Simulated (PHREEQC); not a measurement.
Make-up at 25 °C: 5.7e-05 mol/kgw Ca(NO3)2 and 0.028 mol/kgw Na2HPO4. Closed to the air; pH follows from the charge balance.

All values are PHREEQC results (ion-association model, phreeqc.dat), not measurements.

Precipitation was switched off in this run.

Question: Predict the pH, ionic strength.

Answer: pH 9.20; ionic strength 0.0817 mol/kgw.

Question: In which forms is P present?

Answer: HPO4-2 95 %, NaHPO4- 4.1 % of the P.

Saturation is exceeded, for instance for Hydroxyapatite; the values hold only as long as no solid forms. Complexes and solids missing from the database can't appear.
